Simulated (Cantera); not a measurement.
**Reactions in the system C-K-O**

Source: NASA polynomial tables (part measured, part estimated), evaluated in Cantera. Values are per mole of reaction as written; species without (g) are pure solids or liquids, kept so even where they would boil at 1 bar.

2 CO2(g) + 2 K(g) → K2CO3 + CO(g)

```csv
T (K),ΔH° (kJ),ΔS° (J/K),ΔG° (kJ),log10 K
1673,-532.9,-274.5,-73.7,2.30
1823,-520.2,-267.2,-33.0,0.95
1973,-507.7,-260.7,6.6,-0.17
2123,-495.4,-254.6,45.2,-1.11
2273,-483.1,-249.0,83.0,-1.91
2423,-471.0,-243.9,119.9,-2.59
2573,-459.1,-239.1,156.1,-3.17
2723,-447.2,-234.6,191.7,-3.68
2873,-435.6,-230.5,226.5,-4.12
```
